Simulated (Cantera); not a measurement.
Charge: 1 mol (CH3)2SiCl2, 0.36 mol C2H2, 1000 mol H2, equilibrated at 2448.15 K and 1200 Pa.

These are equilibrium values from Cantera (NASA tables, ideal gas, pure condensed phases), not measurements of a reactor. Candidate condensed phases: C, C6H6, C7H8, C8H18, Si, SiC; 109 gas species. The feed counts by its element totals alone. Kinetics and transport are ignored.

Base state: H2 0.830, H 0.166, HCl 0.00160, C2H2 (acetylene) 0.00119, Si 0.000852, Cl 0.000226, SiC2 3.13e-5, SiH 2.43e-5 (mole fractions); condensed: gas only.

Q: What changes in the equilibrium state with this change: H2 from 1000 to 88 mol?

A: 
| species | before | after |
|---|---|---|
| H2 | 0.830 | 0.801 |
| H | 0.166 | 0.163 |
| HCl | 0.00160 | 0.0171 |
| Si | 0.000852 | 0.00755 |
| SiCl2 | 1.51e-8 | 1.59e-5 |
| Si2C | 6.53e-7 | 0.000126 |
| SiCl | 8.29e-7 | 8.00e-5 |
| SiC2 | 3.13e-5 | 0.00168 |
| C(graphite), mol | 0 | 0.917 |
The tables' values for SiCl are old estimates; treat these amounts as uncertain. Gases not in the tables: Si2H6 and higher silanes.
